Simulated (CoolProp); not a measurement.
The fluid at 493.19 K and 1.69 MPa is throttled through a valve to 1.02 MPa with no heat exchange. The same conditions are run with several fluids, on thermodynamics alone (safety and materials aside).

Computed with CoolProp (reference Helmholtz-energy equation of state of each fluid (nitrous oxide: Lemmon 2006; R123: Younglove 1994; isobutane: Bücker 2006; propane: Lemmon 2009; the fluoroketone C6F12O (FK-5-1-12): McLinden 2015)).

Problem. Rank nitrous oxide, R123, isobutane, propane, the fluoroketone C6F12O (FK-5-1-12) by temperature change (K), highest first.

Solution. nitrous oxide (-2.3), propane (-2.8), isobutane (-3.4), the fluoroketone C6F12O (FK-5-1-12) (-5.1), R123 (-6.1)

```tsv
fluid	final density (kg/m³)
nitrous oxide	11.1
R123	41.9
isobutane	15.4
propane	11.4
the fluoroketone C6F12O (FK-5-1-12)	92.2
```
